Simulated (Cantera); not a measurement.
Input: 1 mol CH4, 0.031 mol CO2, 0.74 mol H2, equilibrated at 6150 Torr.

These are equilibrium values from Cantera (NASA tables, ideal gas, pure condensed phases), not measurements of a reactor. Candidate condensed phases: C, C6H6, C7H8, C8H18, H2O; 110 gas species. Kinetics and transport are ignored.

Over these rows the condensed part is C(graphite). Partial pressures as log10 of bar:

```
T (K)  1000/T (1/K)  log p C2H2 (acetylene)  log p H2  log p CO
-----  ------------  ----------------------  --------  --------
1673         0.5977                   -3.34      0.90     -0.74
1773         0.5640                   -2.95      0.90     -0.74
1873         0.5339                   -2.60      0.90     -0.74
1973         0.5068                   -2.29      0.90     -0.74
2073         0.4824                       ?      0.90     -0.74
2173         0.4602                   -1.75      0.90     -0.74
```

### Question
Fit log p(C2H2 (acetylene)) = a + b·(1000/T) to the five rows, give the apparent enthalpy, and predict the row at 2073 K.

### Answer
Means: 1000/T = 0.5325, log p = -2.586. Sxy = -0.128696, Sxx = 0.0111330, so b = -11.56 and a = -2.586 − (-11.56)×0.5325 = 3.57.
Apparent enthalpy: −19.145 × (-11.56) = 221 kJ/mol. With the condensed phases at unit activity, 2 C(graphite) + H2(g) = C2H2 (acetylene)(g) links this pressure to the main gases: over the six rows their terms move log p by +0.00 in all, so the slope is close to that reaction's ΔH°. The five rows lie within 0.01 of the line.
Prediction at 2073 K: 3.57 + (-11.56)×0.4824 = -2.01. The computed value is -2.01, 0.00 from the line.
